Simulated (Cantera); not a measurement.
Cantera run:

```python
import numpy as np
import cantera as ct

gas_names = [...]  # 123 gases of nasa_gas.yaml made of C, H, O, Si
cond_names = """
    C(gr) C6H6(L) C7H8(L) C8H18(L),n-octa H2O(s) H2O(L) Si(cr) Si(L) SiC(b) SiO2(Lqz) SiO2(hqz) SiO2(L)
""".split()


# ... load() reads the species with a 1 bar reference pressure and builds the phases ...
atoms = {
    'Si': {'Si': 1},
    'H2O': {'H': 2, 'O': 1},
    'CO': {'C': 1, 'O': 1},
}
top_T = {'C(gr)': 4500, 'SiC(b)': 3050}  # K; cautious upper limits of use, not melting points


# ... equilibrate(T, P, feed) seeds the gas with the atoms and calls Mixture.equilibrate('TP', solver="vcs", rtol=1e-11, max_steps=5000) ...
results = []
feed = {'Si': 1, 'H2O': 0.084, 'CO': 60}  # mol
T = 1175  # K
P = 133.322  # Pa
mix = equilibrate(T, P, feed)
results.append((T, P, feed, dict(zip(mix.species_names, mix.species_moles))))
print(gas.report(threshold=0.001))
for i in range(1, mix.n_phases):
    print(f"{mix.phase(i).name:16s} {mix.phase_moles(i):12.5e} mol")
```

Output:

```
       temperature   1175 K
          pressure   133.32 Pa
           density   0.00038174 kg/m^3
  mean mol. weight   27.973 kg/kmol
   phase of matter   gas

                          1 kg             1 kmol
                     ---------------   ---------------
          enthalpy       -2.9606e+06       -8.2816e+07  J
   internal energy       -3.3098e+06       -9.2585e+07  J
           entropy             10546          2.95e+05  J/K
    Gibbs function       -1.5352e+07       -4.2944e+08  J
 heat capacity c_p            1214.1             33961  J/K
 heat capacity c_v            916.84             25647  J/K

                      mass frac. Y      mole frac. X     chem. pot. / RT
                     ---------------   ---------------   ---------------
                CO           0.99984           0.99852           -43.974
                H2        0.00010407          0.001444           -31.082
     [ +121 minor]        5.6937e-05        3.6354e-05

C(gr)             1.91809e+00 mol
Si(cr)            0.00000e+00 mol
SiC(b)            0.00000e+00 mol
SiO2(hqz)         9.99991e-01 mol
```

Cantera equilibrium calculation (NASA polynomials, part measured and part estimated; ideal gas, pure solids and liquids). The tables hold silica as quartz up to 1696 K and as liquid above; real silica turns to tridymite and cristobalite and melts near 1996 K.
